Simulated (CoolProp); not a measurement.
The numbers come from the reference Helmholtz-energy equation of state, Lemmon 2003 in CoolProp. It is a pseudo-pure fit of the blend.

Problem. For R407C, give the phase and the Prandtl number at -25.85 °C and 0.0219 MPa.

Solution. 
- -25.85 °C and 0.0219 MPa: gas; Prandtl number 0.803

Viscosity comes from a separate model (Geller 2000). Thermal conductivity comes from a separate model (Geller 2001).
